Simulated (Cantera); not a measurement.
**N2O furnace oxynitridation**

An isothermal, constant-pressure homogeneous reactor starts with 95.3 % N2O, 4.67 % H2O, at 1175 K and 0.602 atm.

Detailed kinetics in Cantera: GRI-Mech 3.0 (53 species, 325 reactions). GRI-Mech 3.0 was tuned for natural gas; its chemistry of N2O as a main component is partial and can be far from experiment. The mechanism lacks the step 2 NO + O2 → 2 NO2, which can matter for NO2 below about 1400 K. The temperature is held fixed by assumption; the heat of reaction is taken as removed at once.

```json
[
 {"t (s)": "2.00e-5", "x N2O": "0.953", "x H2O": "0.0467", "x NO2": "<1e-12", "x HO2": "1.32e-9", "x H2O2": "<1e-12", "x O": "1.18e-6"},
 {"t (s)": "0.000103", "x N2O": "0.953", "x H2O": "0.0467", "x NO2": "8.88e-11", "x HO2": "6.57e-8", "x H2O2": "1.70e-11", "x O": "1.39e-6"},
 {"t (s)": "0.000532", "x N2O": "0.953", "x H2O": "0.0467", "x NO2": "4.27e-8", "x HO2": "1.47e-6", "x H2O2": "5.09e-9", "x O": "1.38e-6"},
 {"t (s)": "0.00274", "x N2O": "0.952", "x H2O": "0.0467", "x NO2": "5.49e-6", "x HO2": "4.77e-6", "x H2O2": "1.55e-7", "x O": "1.38e-6"},
 {"t (s)": "0.0141", "x N2O": "0.948", "x H2O": "0.0466", "x NO2": "7.56e-5", "x HO2": "3.06e-6", "x H2O2": "7.16e-8", "x O": "1.36e-6"},
 {"t (s)": "0.0729", "x N2O": "0.925", "x H2O": "0.0463", "x NO2": "0.000351", "x HO2": "1.64e-6", "x H2O2": "3.36e-8", "x O": "1.26e-6"},
 {"t (s)": "0.376", "x N2O": "0.823", "x H2O": "0.0446", "x NO2": "0.000624", "x HO2": "5.58e-7", "x H2O2": "2.46e-8", "x O": "1.14e-6"},
 {"t (s)": "1.94", "x N2O": "0.486", "x H2O": "0.0393", "x NO2": "0.000605", "x HO2": "1.29e-7", "x H2O2": "2.06e-8", "x O": "9.41e-7"},
 {"t (s)": "10.0", "x N2O": "0.0768", "x H2O": "0.0328", "x NO2": "0.000426", "x HO2": "2.62e-8", "x H2O2": "7.78e-9", "x O": "3.65e-7"}
]
```
x: mole fraction; the columns are a selection and need not sum to one.

Equilibrium at this temperature and pressure: N2O 9.13e-9, H2O 0.0316, NO2 3.35e-6, HO2 6.93e-9, H2O2 2.68e-10, O 1.07e-8 (gas phase only).
